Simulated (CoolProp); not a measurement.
Properties of n-nonane along the isotherm 600 K.

Model: reference Helmholtz-energy equation of state, Lemmon 2006, in CoolProp. It is a short technical equation, of lower accuracy than the large ones.

```csv
p (MPa),phase,cv (kJ/(kg K)),speed of sound (m/s),viscosity (µPa s),conductivity (mW/(m K))
0.0108,gas,2.791,199.2,10.7,40.9
0.0205,gas,2.791,198.9,10.7,40.9
0.0389,gas,2.792,198.4,10.7,41.0
0.0737,gas,2.793,…,10.7,41.0
0.14,gas,2.796,195.5,10.7,41.1
0.265,gas,…,191.8,10.7,41.3
0.502,gas,2.813,…,10.8,41.8
0.952,gas,2.836,168.3,10.9,42.8
1.81,gas,…,125.7,12.0,46.2
3.42,supercritical,…,187.1,48.9,70.1
```

Q: Fill in the missing entries.

A: 
- 0.0737, speed of sound (m/s): 197.4
- 0.265, cv (kJ/(kg K)): 2.802
- 0.502, speed of sound (m/s): 184.4
- 1.81, cv (kJ/(kg K)): 2.902
- 3.42, cv (kJ/(kg K)): 2.922

Viscosity comes from a separate model (Huber 2004). Thermal conductivity comes from a separate model (Huber 2005).
